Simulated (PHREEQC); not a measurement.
A PHREEQC input (ion-association model, phreeqc.dat):

```
SOLUTION 1
  temp 20
  units M
  pH 6.29
  pe 12.9
  Na 0.104
  K 0.208
  Ca 0.0134
  Mg 0.0407
  Cl 0.046
  S(6) 0.266 as SO4
  Alkalinity 0.424 as HCO3
  Cd 0.000237
  Ba 0.0244
  Li 6.21e-05
  Si 0.00949 as SiO2
END
USE solution 1
EQUILIBRIUM_PHASES 1
  Quartz 0 0.5
  CO2(g) -2.5 10
END
```

It stops with these messages:

```
ERROR: Calculations terminating due to input errors.
```

The fault: a unit that the program doesn't know. The line should read `units mg/L` where the input has `units M`. With the mend the run ends at pH 5.35 and ionic strength 2.35e-5 mol/kgw.
